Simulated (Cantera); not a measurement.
An isothermal, constant-pressure homogeneous reactor starts with H2 : O2 : N2 = 0.026 : 1 : 0.28 (molar parts), at 1225 K and 10.00 Torr.

Model: the H2/O2 subset of GRI-Mech 3.0, which has no nitrogen chemistry, integrated in Cantera. Radical loss at walls, strong at low pressure, is not modelled.

x: mole fraction; the columns are a selection and need not sum to one.

```tsv
t (s)	x H2	x O2	x H2O	x H	x H2O2
0.000100	0.0199	0.766	2.94e-10	1.18e-9	<1e-12
0.000282	0.0199	0.766	4.16e-9	2.92e-9	1.75e-12
0.000796	0.0199	0.766	8.11e-8	2.08e-8	1.38e-11
0.00224	0.0199	0.766	1.73e-5	3.49e-6	1.28e-10
0.00633	0.000548	0.749	0.0172	0.00227	5.77e-8
0.0179	0.000176	0.750	0.0182	0.00155	3.33e-8
0.0504	[?]	0.753	0.0187	[?]	3.30e-8
0.142	7.04e-5	0.758	0.0193	0.000374	3.04e-8
0.401	2.10e-5	0.762	0.0198	5.99e-5	2.26e-8
1.13	4.01e-6	0.763	0.0200	5.00e-6	1.15e-8
3.19	[?]	0.763	0.0201	[?]	[?]
9.00	1.31e-7	0.763	0.0201	2.99e-8	1.19e-9
```

Problem. What belongs in the gaps?

Solution. 
- 0.0504, x H2: 0.000134
- 0.0504, x H: 0.00101
- 3.19, x H2: 6.82e-7
- 3.19, x H: 3.53e-7
- 3.19, x H2O2: 4.05e-9
